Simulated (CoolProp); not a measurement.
Properties of R1224YDZ along the isobar 0.648 MPa (Tc = 155.5 °C, pc = 3.334 MPa, ω = 0.325).

Model: reference Helmholtz-energy equation of state, Akasaka 2023, in CoolProp.

```
T (°C)   phase  cp (kJ/(kg K))  cv (kJ/(kg K))  isothermal compressibility (1/MPa)  expansivity (1/kK)  fugacity coefficient
------  ------  --------------  --------------  ----------------------------------  ------------------  --------------------
-41.95  liquid           1.042          0.7297                            0.001191               1.571              0.009126
-28.35  liquid           1.059          0.7450                            0.001381               1.629               0.02088
-14.75  liquid           1.078          0.7616                            0.001612               1.700               0.04287
-1.25   liquid           1.099          0.7790                            0.001896               1.787               0.08002
12.35   liquid           1.123          0.7972                            0.002256               1.896                0.1390
25.95   liquid           1.150          0.8157                            0.002723               2.032                0.2262
39.55   liquid           1.179          0.8345                            0.003344               2.207                0.3479
53.15   liquid           1.213          0.8533                            0.004203               2.435                0.5095
66.75   liquid           1.252          0.8723                            0.005448               2.743                0.7151
80.35      gas          0.9862          0.8556                               1.881               5.188                0.8678
93.95      gas          0.9734          0.8614                               1.810               4.476                0.8851
107.55     gas          0.9713          0.8712                               1.761               3.981                0.8992
121.05     gas          0.9752          0.8833                               1.725               3.618                0.9110
134.65     gas          0.9828          0.8967                               1.698               3.333                0.9209
148.25     gas          0.9925          0.9109                               1.676               3.104                0.9295
161.85     gas           1.003          0.9253                               1.659               2.915                0.9369
```
